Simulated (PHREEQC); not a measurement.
A solution holds 0.069 mol NH4HF2, 0.011 mol (NH4)2SiF6 and 0.059 mol HBF4 per kg of water, at 25 °C. Closed to the air; pH follows from the charge balance.

Model: ion-association model, phreeqc.dat, run in PHREEQC.

Each row changes one thing in this solution. This is a speciation only: nothing precipitates in the calculation.

| case | pH | ionic strength (mol/kgw) | HF (mol/kgw) | F- (mol/kgw) | HF2- (mol/kgw) | BF3OH- (mol/kgw) | SI of Quartz (SiO2) |
|---|---|---|---|---|---|---|---|
| as made | 2.12 | 0.111 | 0.113 | 0.0135 | 0.00582 | 0.000186 | -8.17 |
| NH4HF2 from 0.069 to 0.0345 mol/kgw | 1.64 | 0.0952 | 0.0655 | 0.00255 | 0.000639 | 0.000321 | -5.76 |
| NH4HF2 replaced by NH4HS at the same molality | 3.57 | 0.102 | 0.00350 | 0.0118 | 0.000158 | (withheld) | -2.01 |
| temperature from 25 to 85 °C | 2.45 | 0.106 | 0.119 | 0.00959 | 0.00481 | 0.000613 | -4.66 |
| NH4HF2 left out | 1.33 | 0.0897 | 0.0118 | (withheld) | 1.00e-5 | 0.00166 | -0.66 |
| HBF4 from 0.059 to 0.0295 mol/kgw | 2.62 | 0.105 | 0.0853 | 0.0320 | 0.0104 | 0.000123 | -8.42 |
| NH4HF2 from 0.069 to 0.138 mol/kgw | 2.52 | (withheld) | 0.162 | 0.0512 | 0.0316 | 0.000128 | -10.00 |

Q: Some entries are withheld; supply them.

A: 
- NH4HF2 replaced by NH4HS at the same molality, BF3OH- (mol/kgw): 0.00514
- NH4HF2 left out, F- (mol/kgw): 0.000222
- NH4HF2 from 0.069 to 0.138 mol/kgw, ionic strength (mol/kgw): 0.175

Complexes and solids missing from the database can't appear. Constants without temperature data keep their 25 °C values here. SiF6-2 is the database's only silicon fluoride. Real BF4- forms and hydrolyses slowly; the run takes it at equilibrium.
